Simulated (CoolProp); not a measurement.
The numbers come from the reference Helmholtz-energy equation of state, Bücker 2006 in CoolProp.

Q: Give the vapour pressure (kPa), enthalpy of vaporisation (kJ/kg), liquid cp (kJ/(kg K)), vapour viscosity (µPa s) of saturated n-butane at 249.8, 286.7, 342.2 K.

A: 
```tsv
T (K)	p (kPa)	enthalpy of vaporisation (kJ/kg)	liquid cp (kJ/(kg K))	vapour viscosity (µPa s)
249.8	38.8	405	2.21	6.20
286.7	168	373	2.38	7.10
342.2	792	309	2.75	8.68
```

Viscosity comes from a separate model (Vogel 1999).
